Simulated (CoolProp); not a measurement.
Methane at 472.05 K and 2.04 MPa is throttled through a valve to 1.17 MPa with no heat exchange. Each further row changes one setting.

Values from CoolProp's reference Helmholtz-energy equation of state, Setzmann 1991.

```
case                       temperature change (K)  final density (kg/m³)
-------------------------  ----------------------  ---------------------
as stated                                    -1.2                   4.80
outlet pressure 0.351 MPa                    -2.4                   1.44
outlet pressure 1.52 MPa                     -0.7                   6.23
```
